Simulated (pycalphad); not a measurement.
Source of the numbers: pycalphad with the COST 507 light-alloy database (1999); pressure 1 atm. The data set is of 1999 and partly superseded. Kinetics are ignored, which matters at the lower temperatures.

Molar enthalpy of Al-0.375Si-0.06682C (wt.%) in equilibrium (SER reference):

```tsv
T (K)	H (kJ/mol)	phases
1850	58.21	LIQUID
1800	56.62	LIQUID
1750	55.04	LIQUID
1650	51.68	LIQUID + AL4C3
1550	48.37	LIQUID + AL4C3
1450	45.16	LIQUID + AL4C3
1350	41.98	LIQUID + AL4C3
1250	38.80	LIQUID + AL4C3
1150	35.63	LIQUID + AL4C3
1050	32.46	LIQUID + AL4C3
950	29.29	LIQUID + AL4C3
900	17.03	FCC_A1 + AL8SIC7
850	15.41	FCC_A1 + AL8SIC7
750	12.33	FCC_A1 + AL8SIC7
650	9.33	FCC_A1 + AL8SIC7 + DIAMOND_A4
550	6.45	FCC_A1 + AL8SIC7 + DIAMOND_A4
```

Cooling from 1750 K to 900 K, across the freezing range, releases 38.0 kJ/mol, or 1410 J/g. The slope is 32 J/(mol K) in the liquid and 32 J/(mol K) just below the solidus, where it includes any heat of precipitation. Liquidus 1715 K, solidus 913 K. Changes were sought between steps of 50 K, so a narrower field can be missed.

Database names, with the compositions (at.%) that they take in these runs: AL4C3: Al 57 C 43; AL8SIC7: Al 50 C 44 Si 6. FCC_A1 is fcc; DIAMOND_A4 is diamond (Si).
